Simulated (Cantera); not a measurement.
Input: 1 mol Al2O3, 0.13 mol H2, held at 1600 °C and 14.0 Pa.

These are equilibrium values from Cantera (NASA tables, ideal gas, pure condensed phases), not measurements of a reactor. Candidate condensed phases: Al, Al2O3, H2O; 19 gas species. The tables' values for AlOH are old estimates; treat these amounts as uncertain. Kinetics and transport are ignored.

Base state: H2 0.946, H 0.0531, H2O 0.000812, Al 0.000490, Al2O 3.28e-5, AlOH 2.15e-5 (mole fractions); condensed: Al2O3(s).

Problem. What changes in the equilibrium state with this change: temperature from 1600 °C to 2075 °C?

Solution. 
```csv
species,before,after
H,0.0531,0.605
H2,0.946,0.336
H2O,0.000812,0.0195
Al,0.000490,0.0175
O2,<1e-9,0.000176
O,1.51e-7,0.00733
Al2O2,5.21e-9,2.57e-5
AlO2H,9.79e-8,0.000228
AlO,1.99e-6,0.00420
"Al2O3(s), mol",1.000,0
"Al2O3(l), mol",0,0.997
```
